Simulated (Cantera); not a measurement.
Cantera run:

```python
import numpy as np
import cantera as ct

gas_names = """
    Mg MgN MgO Mg2 N NO NO2 NO3 N2 N2O O O2 O3
""".split()
cond_names = """
    Mg(cr) Mg(L) MgO(s) MgO(L)
""".split()


def load(file, names, dense=False):
    # The tables refer to 1 bar. Condensed volumes are neglected.
    table = {s.name: s for s in ct.Species.list_from_file(file)}
    out = []
    for n in names:
        d = dict(table[n].input_data)
        d["thermo"] = dict(d["thermo"], **{"reference-pressure": 1e5})
        if dense:
            d["equation-of-state"] = {"model": "constant-volume", "density": "1e6 g/cm^3"}
        out.append(ct.Species.from_dict(d))
    return out


gas = ct.Solution(thermo="ideal-gas", species=load("nasa_gas.yaml", gas_names))
cond = {s.name: ct.Solution(thermo="fixed-stoichiometry", species=[s], name=s.name)
        for s in load("nasa_condensed.yaml", cond_names, dense=True)}
atoms = {
    'MgO': {'Mg': 1, 'O': 1},
    'N2': {'N': 2},
}
top_T = {}  # K; cautious upper limits of use, not melting points


def equilibrate(T, P, feed):
    n = {}
    for name, mol in feed.items():
        for a, k in atoms[name].items():
            n[a] = n.get(a, 0.0) + k * mol
    gas.TPX = T, P, n
    mass = sum(n.values()) * gas.mean_molecular_weight
    gas.equilibrate("TP")
    valid = [c for c in cond.values() if c.min_temp <= T <= top_T.get(c.name, c.max_temp)]
    mix = ct.Mixture([(gas, mass / gas.mean_molecular_weight)] + [(c, 0.0) for c in valid])
    mix.T, mix.P = T, P
    mix.equilibrate("TP", solver="vcs", rtol=1e-11, max_steps=5000)
    return mix


results = []
feed = {'MgO': 1, 'N2': 4.2}  # mol
P = 38  # Pa
for T in [1875, 1900, 1925, 1950, 1975, 2000, 2025, 2050, 2075, 2100, 2125, 2150, 2175]:
    mix = equilibrate(T, P, feed)
    results.append((T, P, feed, dict(zip(mix.species_names, mix.species_moles))))

top = {s: max(r[3][s] / sum(r[3][g] for g in gas_names) for r in results) for s in gas_names}
cols = sorted((s for s in top if top[s] > 1e-06), key=lambda s: -top[s])[:7]
seen = [c for c in cond_names if any(r[3].get(c, 0) > 1e-12 for r in results)]
print("log10 of partial pressures in bar; condensed amounts in mol")
print(f"{'T/K':>10s}" + "".join(f"{s[:9]:>10s}" for s in cols + seen))
for T, P, feed, n in results:
    ng = sum(n[g] for g in gas_names)
    print(f"{T:10.4g}" + "".join(f"{np.log10(max(n[s] / ng * P / 1e5, 1e-99)):10.3f}" for s in cols)
          + "".join(f"{n.get(c, 0):10.4g}" for c in seen))
```

It prints:

```
log10 of partial pressures in bar; condensed amounts in mol
       T/K        N2        Mg        O2         O        NO       MgO    MgO(s)
      1875    -3.421    -6.249    -6.751    -6.994    -6.971    -8.825    0.9937
      1900    -3.422    -6.075    -6.566    -6.808    -6.845    -8.585    0.9906
      1925    -3.423    -5.905    -6.387    -6.628    -6.723    -8.351    0.9861
      1950    -3.424    -5.738    -6.213    -6.452    -6.605    -8.123    0.9796
      1975    -3.425    -5.576    -6.044    -6.281    -6.490    -7.901    0.9702
      2000    -3.428    -5.418    -5.880    -6.115    -6.379    -7.685    0.9568
      2025    -3.431    -5.263    -5.721    -5.953    -6.271    -7.474    0.9379
      2050    -3.435    -5.112    -5.566    -5.795    -6.167    -7.269    0.9112
      2075    -3.441    -4.965    -5.415    -5.641    -6.067    -7.068    0.8734
      2100    -3.450    -4.821    -5.268    -5.491    -5.970    -6.872    0.8201
      2125    -3.461    -4.681    -5.125    -5.344    -5.878    -6.681    0.7444
      2150    -3.478    -4.543    -4.985    -5.202    -5.790    -6.495    0.6357
      2175    -3.501    -4.409    -4.849    -5.062    -5.708    -6.313    0.4768
```

Equilibrium computed with Cantera from the NASA thermochemical tables; the gas is ideal and each condensed phase is pure.
